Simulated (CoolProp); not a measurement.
trans-2-butene at 298.15 K and 19.8 MPa is throttled through a valve to 6.9 MPa with no heat exchange. Each further row changes one setting.

Model: reference Helmholtz-energy equation of state, Lemmon 2005, in CoolProp. It is a short technical equation, of lower accuracy than the large ones.

```tsv
case	temperature change (K)	final density (kg/m³)
as stated	+4.6	604
outlet pressure 2.07 MPa	+6.0	594
outlet pressure 8.97 MPa	+3.9	608
```
